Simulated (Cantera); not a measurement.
Feed: 1 mol Si3N4, 0.013 mol N2O, 1.5 mol N2, at 1.10 Pa.

Cantera equilibrium calculation (NASA polynomials, part measured and part estimated; ideal gas, pure solids and liquids). Candidate condensed phases: Si, SiO2, Si2N2O, Si3N4; 16 gas species. The tables' values for SiN are old estimates; treat these amounts as uncertain. Equilibrium is a limit: real reactors are often held back by kinetics, nucleation or transport. All values below are at 1627 °C.

Base state: N2 0.540, Si 0.456, SiO 0.00200, Si2 0.00145, SiN 0.000372, Si2N 0.000214, Si3 0.000130 (mole fractions); condensed: gas only.

What changes in the equilibrium state with this change: N2O from 0.013 to 0.06 mol?


```json
[
 {"species": "N2", "before": "0.540", "after": "0.544"},
 {"species": "Si", "before": "0.456", "after": "0.445"},
 {"species": "SiO", "before": "0.00200", "after": "0.00917"},
 {"species": "Si3", "before": "0.000130", "after": "0.000122"},
 {"species": "Si2", "before": "0.00145", "after": "0.00139"},
 {"species": "Si2N", "before": "0.000214", "after": "0.000205"},
 {"species": "SiN", "before": "0.000372", "after": "0.000364"}
]
```
